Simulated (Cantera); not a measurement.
A perfectly stirred reactor is fed with CH4 : N2 = 1 : 3.8 (molar parts), at 130000 Pa; it is held at 1423 K, and followed from long to short residence time.

Computed with Cantera and GRI-Mech 3.0 (53 species, 325 reactions). GRI-Mech 3.0 stops at C3 and has no aromatics, soot or wall deposition, so with more carbon than oxygen in the feed, carbon stays in small species such as C2H2 where larger ones or solid carbon would form.

One state of this run: x CH4 = 0.184; x H = 3.49e-7; x CH3 = 4.30e-5; x C2H4 = 0.00158; x C2H2 = 0.00851. x: mole fraction; the columns are a selection and need not sum to one.

Which value of τ (s) does it belong to?
A) 0.51
B) 3.7
C) 27
D) 0.0014

A, 0.51
